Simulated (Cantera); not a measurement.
## Stirred combustor or abatement burner

A perfectly stirred reactor is fed with CH₃OH : O₂ : N₂ : H₂ = 1 : 2.5 : 9.4 : 0.033 (molar parts), at 500000 Pa; it is adiabatic with a 548 K inlet, and is followed from long to short residence time, starting on the burning branch (τ in s: 0.21, 0.076, 0.028, 0.01, 0.0039, 0.0014, 0.00053, 0.00019, 7.2e-05).

Detailed kinetics in Cantera: GRI-Mech 3.0 (53 species, 325 reactions). GRI-Mech 3.0 was tuned for natural gas; its chemistry of methanol as a main component is partial and can be far from experiment.

| τ (s) | T (K) | x CH₃OH | x O₂ | x OH | x O | x CO₂ | x NO | x CO |
|---|---|---|---|---|---|---|---|---|
| 0.21 | 1920 | 5.00e-7 | 0.0730 | 0.000913 | 4.84e-5 | 0.0744 | 0.000155 | 0.000121 |
| 0.076 | 1920 | 1.28e-6 | 0.0731 | 0.000986 | 5.69e-5 | 0.0743 | 6.89e-5 | 0.000181 |
| 0.028 | 1918 | 2.98e-6 | 0.0731 | 0.00113 | 7.63e-5 | 0.0742 | 3.65e-5 | 0.000317 |
| 0.010 | 1914 | 6.63e-6 | 0.0732 | 0.00140 | 0.000119 | 0.0739 | 2.33e-5 | 0.000612 |
| 0.0039 | 1907 | 1.31e-5 | 0.0734 | 0.00175 | 0.000194 | 0.0733 | 1.76e-5 | 0.00114 |
| 0.0014 | 1895 | 2.68e-5 | 0.0738 | 0.00225 | 0.000340 | 0.0721 | 1.35e-5 | 0.00227 |
| 0.00053 | 1873 | 5.31e-5 | 0.0748 | 0.00276 | 0.000568 | 0.0698 | 9.74e-6 | 0.00435 |
| 0.00019 | 1830 | 0.000117 | 0.0770 | 0.00315 | 0.000886 | 0.0650 | 5.86e-6 | 0.00884 |
| 7.2e-5 | 1728 | 0.000380 | 0.0841 | 0.00234 | 0.000861 | 0.0517 | 1.79e-6 | 0.0211 |
x: mole fraction; the columns are a selection and need not sum to one.
